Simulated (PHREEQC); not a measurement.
1 kg of water holding 190 mmol/kgw Na2SO4, 5.3 mmol/kgw Na2CO3 and 11 mmol/kgw NaCl is evaporated at 25 °C; the solids stay in contact with the brine. CO2 is held at log p = -3.4 (atm). The run lets Burkeite, Halite, Mirabilite, Nahcolite, Natron, Thenardite, Trona precipitate or redissolve, and no other solid.

The series has 19 steps of water left (kg), from 0.9999 to 0.005266.

The numbers come from PHREEQC with the Pitzer model, pitzer.dat.

Question: Which solids form, in which order, and at which step of the series does each first stand?

Answer: Mirabilite from water left = 0.09256 kg (pH 9.29); Thenardite from water left = 0.005266 kg (pH 9.83).

Species that the database lacks are ignored.
